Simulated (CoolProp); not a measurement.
Properties of octamethyltrisiloxane (MDM) along the isobar 3170 kPa (Tc = 292.2 °C, pc = 1438 kPa, ω = 0.528).

The numbers come from the reference Helmholtz-energy equation of state, Thol 2017 in CoolProp.

```tsv
T (°C)	phase	cv (kJ/(kg K))	expansivity (1/kK)	fugacity coefficient
111.45	liquid	1.685	1.439	0.01258
127.35	liquid	1.725	1.508	0.02055
143.15	liquid	1.765	1.589	0.03177
159.05	liquid	1.805	1.684	0.04704
174.95	liquid	1.844	1.797	0.06688
190.75	liquid	1.882	1.933	0.09155
206.65	liquid	1.920	2.100	0.1216
222.55	liquid	1.957	2.309	0.1570
238.35	liquid	1.993	2.573	0.1972
254.25	liquid	2.028	2.921	0.2424
270.15	liquid	2.064	3.394	0.2915
285.95	liquid	2.098	4.054	0.3434
301.85	supercritical	2.133	5.013	0.3975
```
